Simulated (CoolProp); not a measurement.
Toluene along the isotherm 346.85 °C: density (kg/m³) from the reference equation and from simpler models built on Tc = 318.6 °C, pc = 41.26 bar, ω = 0.266; each cubic takes its own stable root.

Model: reference Helmholtz-energy equation of state, Lemmon 2006, in CoolProp. It is a short technical equation, of lower accuracy than the large ones.

```csv
p (bar),phase,reference
7.74,gas,14.73
15.5,gas,31.73
23.2,gas,51.71
30.9,gas,76.43
38.7,gas,109.7
46.4,supercritical,159.6
54.2,supercritical,262.1
61.9,supercritical,374.1
```

Task: How far does each simpler model (ideal gas, van der Waals, Redlich-Kwong) lie from the reference over these 8 states: mean and median of the absolute difference, and the worst?

Result: 
- ideal gas: mean 35.6 %, median 32.3 %, worst -70.4 % at 346.85 °C and 61.9 bar
- van der Waals: mean 4.7 %, median 2.6 %, worst -21.2 % at 346.85 °C and 61.9 bar
- Redlich-Kwong: mean 2.6 %, median 1.1 %, worst -14.2 % at 346.85 °C and 61.9 bar
